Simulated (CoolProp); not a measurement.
The numbers come from the reference Helmholtz-energy equation of state, Lemmon 2003 in CoolProp. It is a pseudo-pure fit of the blend.

Task: For R507A, give the phase and the density (kg/m³), viscosity (µPa s) at 271.7 K and 17.5 MPa; 307.2 K and 17.5 MPa.

Result: 
- 271.7 K and 17.5 MPa: liquid; density 1240, viscosity 253
- 307.2 K and 17.5 MPa: liquid; density 1140, viscosity 170

Viscosity comes from a separate model (Geller 2000).
